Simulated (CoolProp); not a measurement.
Model: reference Helmholtz-energy equation of state, Zhou 2012, in CoolProp.

Task: For o-xylene, give the phase and the cv (kJ/(kg K)), Joule-Thomson coefficient (K/MPa), conductivity (mW/(m K)) at 509.7 K and 1.67 MPa; 553 K and 1.67 MPa.

Result: 
- 509.7 K and 1.67 MPa: liquid; cv 2.05, Joule-Thomson coefficient -0.0156, conductivity 83.2
- 553 K and 1.67 MPa: liquid; cv 2.19, Joule-Thomson coefficient 0.361, conductivity 77.3

Thermal conductivity comes from a separate model (Mylona 2014).
